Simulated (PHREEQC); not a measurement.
Consider water at 20 °C with 0.22 mol/kgw NaH2PO4 and 0.00027 mol/kgw K2HPO4. Closed to the air; pH follows from the charge balance.

All values are PHREEQC results (ion-association model, wateq4f.dat), not measurements.

Each row changes one thing in this solution. No solid was allowed to form.

```
case                                              pH  ionic strength (mol/kgw)  HPO4-2 (mol/kgw)  H3PO4 (mol/kgw)  NaHPO4- (mol/kgw)
----------------------------------------------  ----  ------------------------  ----------------  ---------------  -----------------
as made                                         4.45                     0.221          0.000952         0.000755           0.000118
NaH2PO4 replaced by NaBF4 at the same molality  2.62                     0.223           1.40e-8          5.14e-5            1.74e-9
K2HPO4 from 0.00027 to 0.000243 mol/kgw         4.45                     0.221                 …         0.000766           0.000116
diluted 100-fold with water                     5.01                   0.00223           1.57e-5          2.81e-6            5.49e-8
NaH2PO4 from 0.22 to 0.11 mol/kgw               4.59                     0.111          0.000553         0.000295                  …
```

Task: Complete the blanks.

Result: 
- K2HPO4 from 0.00027 to 0.000243 mol/kgw, HPO4-2 (mol/kgw): 0.000938
- NaH2PO4 from 0.22 to 0.11 mol/kgw, NaHPO4- (mol/kgw): 4.31e-5

H3PO4, which wateq4f.dat lacks, is added to it with the constant of phreeqc.dat. Real BF4- forms and hydrolyses slowly; the run takes it at equilibrium.
